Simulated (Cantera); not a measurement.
Input (Python, Cantera) and output of one run.

```python
import numpy as np
import cantera as ct

gas_names = [...]  # 113 gases of nasa_gas.yaml made of C, F, H, Si
cond_names = """
    C(gr) C6H6(L) C7H8(L) C8H18(L),n-octa Si(cr) Si(L) SiC(b)
""".split()


# ... load() reads the species with a 1 bar reference pressure and builds the phases ...
atoms = {
    'CF4': {'C': 1, 'F': 4},
    'Si': {'Si': 1},
    'H2': {'H': 2},
}
top_T = {'C(gr)': 4500, 'SiC(b)': 3050}  # K; cautious upper limits of use, not melting points


# ... equilibrate(T, P, feed) seeds the gas with the atoms and calls Mixture.equilibrate('TP', solver="vcs", rtol=1e-11, max_steps=5000) ...
results = []
feed = {'CF4': 1, 'Si': 0.13, 'H2': 0.076}  # mol
P = 17000  # Pa
for T in [2273, 2348, 2423, 2498, 2573, 2648, 2723, 2798, 2873, 2948, 3023, 3098, 3173]:
    mix = equilibrate(T, P, feed)
    results.append((T, P, feed, dict(zip(mix.species_names, mix.species_moles))))

top = {s: max(r[3][s] / sum(r[3][g] for g in gas_names) for r in results) for s in gas_names}
cols = sorted((s for s in top if top[s] > 1e-05), key=lambda s: -top[s])[:5]
seen = [c for c in cond_names if any(r[3].get(c, 0) > 1e-12 for r in results)]
print("log10 of partial pressures in bar; condensed amounts in mol")
print(f"{'T/K':>10s}" + "".join(f"{s[:9]:>10s}" for s in cols + seen))
for T, P, feed, n in results:
    ng = sum(n[g] for g in gas_names)
    print(f"{T:10.4g}" + "".join(f"{np.log10(max(n[s] / ng * P / 1e5, 1e-99)):10.3f}" for s in cols)
          + "".join(f"{n.get(c, 0):10.4g}" for c in seen))
```

Output:

```
log10 of partial pressures in bar; condensed amounts in mol
       T/K         F       CF4       CF2        HF      SiF4     C(gr)
      2273    -2.205    -1.011    -1.598    -1.683    -1.751   0.08172
      2348    -1.989    -1.080    -1.432    -1.710    -1.778   0.03615
      2423    -1.766    -1.162    -1.336    -1.742    -1.810         0
      2498    -1.530    -1.250    -1.311    -1.779    -1.847         0
      2573    -1.342    -1.397    -1.281    -1.831    -1.900         0
      2648    -1.209    -1.623    -1.253    -1.892    -1.962         0
      2723    -1.127    -1.934    -1.235    -1.946    -2.017         0
      2798    -1.085    -2.311    -1.233    -1.983    -2.056         0
      2873    -1.063    -2.720    -1.246    -2.005    -2.082         0
      2948    -1.047    -3.136    -1.277    -2.021    -2.107         0
      3023    -1.029    -3.551    -1.330    -2.039    -2.137         0
      3098    -0.999    -3.960    -1.420    -2.061    -2.179   0.03071
      3173    -0.978    -4.381    -1.525    -2.084    -2.233   0.01958
```

These are equilibrium values from Cantera (NASA tables, ideal gas, pure condensed phases), not measurements of a reactor. The tables' values for SiF3, SiF2, C2F4 are old estimates; treat these amounts as uncertain. Gases not in the tables: C2F6 and larger saturated fluorocarbons.
